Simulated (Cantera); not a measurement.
Input (Python, Cantera) and output of one run.

```python
import numpy as np
import cantera as ct

gas_names = """
    H2O2 NbO2 H NO2 N2O
""".split()
cond_names = """
    Nb(cr) Nb(L) NbO(s) NbO(L) NbO2(I) NbO2(II) NbO2(III) NbO2(L)
""".split()


# ... load() reads the species with a 1 bar reference pressure and builds the phases ...
species = {s.name: s for s in load("nasa_gas.yaml", gas_names) + load("nasa_condensed.yaml", cond_names)}
# Each term lists the table entries of one substance; the one whose range holds T is used.
reactions = {
    'Nb + H2O2(g) = NbO2(g) + 2 H(g)':
        [(-1, ['Nb(cr)', 'Nb(L)']), (-1, ['H2O2']), (1, ['NbO2']), (2, ['H'])],
    '3 NbO + 2 NO2(g) = 3 NbO2 + N2O(g)':
        [(-3, ['NbO(s)', 'NbO(L)']), (-2, ['NO2']), (3, ['NbO2(I)', 'NbO2(II)', 'NbO2(III)', 'NbO2(L)']), (1, ['N2O'])],
}


def pick(names, T):
    return next(species[n] for n in names if species[n].thermo.min_temp <= T <= species[n].thermo.max_temp)


results = []
for label, terms in reactions.items():
    print(label)
    print("     T/K   dH/kJ  dS/(J/K)   dG/kJ   log10 K")
    for T in [2723, 2748, 2773, 2798, 2823]:
        used = [(nu, pick(names, T)) for nu, names in terms]
        dH = sum(nu * s.thermo.h(T) for nu, s in used) / 1e6
        dS = sum(nu * s.thermo.s(T) for nu, s in used) / 1e3
        dG = dH - T * dS / 1e3
        logK = -dG * 1e6 / (ct.gas_constant * T * np.log(10))
        results.append((label, T, dH, dS, dG, logK, [s.name for _, s in used]))
        print(f"{T:8g} {dH:8.1f} {dS:8.1f} {dG:8.1f} {logK:8.2f}")
```

Result:

```
Nb + H2O2(g) = NbO2(g) + 2 H(g)
     T/K   dH/kJ  dS/(J/K)   dG/kJ   log10 K
    2723    370.5    244.3   -294.8     5.66
    2748    370.0    244.2   -300.9     5.72
    2773    342.8    234.3   -306.8     5.78
    2798    342.5    234.1   -312.7     5.84
    2823    342.2    234.0   -318.5     5.89
3 NbO + 2 NO2(g) = 3 NbO2 + N2O(g)
     T/K   dH/kJ  dS/(J/K)   dG/kJ   log10 K
    2723  -1004.0   -144.1   -611.5    11.73
    2748  -1003.1   -143.8   -608.0    11.56
    2773  -1002.2   -143.5   -604.4    11.38
    2798  -1001.3   -143.1   -600.8    11.22
    2823  -1000.4   -142.8   -597.2    11.05
```

Standard-state values (1 bar) from the NASA 1993 polynomials, evaluated with Cantera. NbO: taken at fixed stoichiometry. Condensed species are held in their standard states even where they would react or evaporate.
